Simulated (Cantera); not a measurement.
Input (Python, Cantera) and output of one run.

```python
import numpy as np
import cantera as ct

gas_names = """
    O2 F2
""".split()
cond_names = """
    Mg(L) MgF2(s) MgO(s)
""".split()


# ... load() reads the species with a 1 bar reference pressure and builds the phases ...
species = {s.name: s for s in load("nasa_gas.yaml", gas_names) + load("nasa_condensed.yaml", cond_names)}
T = 1475
g = {n: (s.thermo.h(T) - T * s.thermo.s(T)) / (ct.gas_constant * T * np.log(10)) for n, s in species.items()}
valid = cond_names  # the entries whose range holds T


def stable(la, lb):
    # potentials (over RT ln 10) of the two non-metals from log10 p(O2) and log10 p(F2) in bar
    mu = {}
    mu["O"] = (g["O2"] + la) / 2
    mu["F"] = (g["F2"] + lb) / 2
    cost = {}
    for n in valid:
        c = species[n].composition
        cost[n] = (g[n] - sum(c.get(e, 0) * m for e, m in mu.items())) / c["Mg"]
    return min(cost, key=cost.get)


results = []
for lb in [0, -1.4, -2.8, -4.2, -5.7, -7.1, -8.5, -9.9, -11.3, -12.8, -14.2, -15.6, -17]:
    row = [stable(la, lb) for la in [-28, -26.6, -25.2, -23.8, -22.4, -21, -19.6, -18.2, -16.8, -15.4, -14, -12.6, -11.2, -9.8, -8.4, -7, -5.6, -4.2, -2.8, -1.4, 0]]
    results.append(row)
    print(f"{lb:6.1f}  " + " ".join(f"{valid.index(n):x}" for n in row))
print("key: " + ", ".join(f"{i:x} {n}" for i, n in enumerate(valid)))
```

Result:

```
   0.0  1 1 1 1 1 1 1 1 1 1 1 1 1 1 1 1 1 1 1 1 1
  -1.4  1 1 1 1 1 1 1 1 1 1 1 1 1 1 1 1 1 1 1 1 1
  -2.8  1 1 1 1 1 1 1 1 1 1 1 1 1 1 1 1 1 1 1 1 1
  -4.2  1 1 1 1 1 1 1 1 1 1 1 1 1 1 1 1 1 1 1 1 1
  -5.7  1 1 1 1 1 1 1 1 1 1 1 1 1 1 1 1 1 1 1 1 1
  -7.1  1 1 1 1 1 1 1 1 1 1 1 1 1 1 1 1 1 1 1 1 1
  -8.5  1 1 1 1 1 1 1 1 1 1 1 1 1 1 1 1 1 1 1 1 1
  -9.9  1 1 1 1 1 1 1 1 1 1 1 1 1 1 1 1 1 1 1 1 1
 -11.3  1 1 1 1 1 1 1 1 1 1 1 1 1 1 1 1 1 1 1 1 1
 -12.8  1 1 1 1 1 1 1 1 1 1 1 1 1 1 1 1 1 1 1 1 1
 -14.2  1 1 1 1 1 1 1 1 1 1 1 1 1 1 1 1 1 1 1 1 1
 -15.6  1 1 1 1 1 1 1 1 1 1 1 1 1 1 1 1 1 1 1 1 2
 -17.0  1 1 1 1 1 1 1 1 1 1 1 1 1 1 1 1 1 1 2 2 2
key: 0 Mg(L), 1 MgF2(s), 2 MgO(s)
```

Source: NASA polynomial tables (part measured, part estimated), evaluated in Cantera. Not in the tables: oxide halides.
